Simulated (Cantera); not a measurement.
Feed: 1 mol CH3Cl, 0.18 mol F2, held at 1348.15 K and 1.00 Torr.

These are equilibrium values from Cantera (NASA tables, ideal gas, pure condensed phases), not measurements of a reactor. Equilibrium is a limit: real reactors are often held back by kinetics, nucleation or transport.

```
species            before    after
----------------  -------  -------
HCl                 0.459    0.474
H2                  0.376    0.422
HF                  0.165    0.104
H                 3.89e-5  4.12e-5
Cl                3.96e-5  3.86e-5
C(graphite), mol    1.000    1.000
```
Gas species are given as mole fractions.

Question: What was changed between the two runs?
A. F2 from 0.18 to 0.97 mol
B. F2 from 0.18 to 0.11 mol
C. temperature from 1348.15 K to 2323 K
D. F2 from 0.18 to 0.25 mol

Answer: B, F2 from 0.18 to 0.11 mol
